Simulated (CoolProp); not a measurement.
Vapour pressure (kPa) of dodecamethylcyclohexasiloxane (D6): the reference equation beside estimates from Tc = 645.8 K, pc = 961.4 kPa, ω = 0.736.

Computed with CoolProp (reference Helmholtz-energy equation of state, Colonna 2008). It is a short technical equation, of lower accuracy than the large ones.

```csv
T (K),reference,Lee-Kesler,van der Waals,Peng-Robinson
488.6,50.05,50.41,283.3,52.03
491.3,53.63,54.04,290.9,55.73
494,57.40,57.87,298.7,59.64
496.8,61.54,62.07,306.8,63.92
499.5,65.74,66.35,314.8,68.27
502.2,70.18,70.85,323.0,72.86
505,75.02,75.77,331.5,77.87
507.7,79.94,80.77,339.9,82.97
510.5,85.30,86.22,348.8,88.52
513.2,90.74,91.75,357.4,94.16
515.9,96.45,97.56,366.2,100.1
518.7,102.7,103.9,375.5,106.5
521.4,108.9,110.3,384.6,113.0
524.1,115.5,117.0,393.8,119.9
526.9,122.7,124.2,403.5,127.3
```

Absolute difference from the reference over all 15 rows, mean and median: Lee-Kesler 1.0 and 1.0 %, van der Waals 333.6 and 325.2 %, Peng-Robinson 3.8 and 3.8 %.
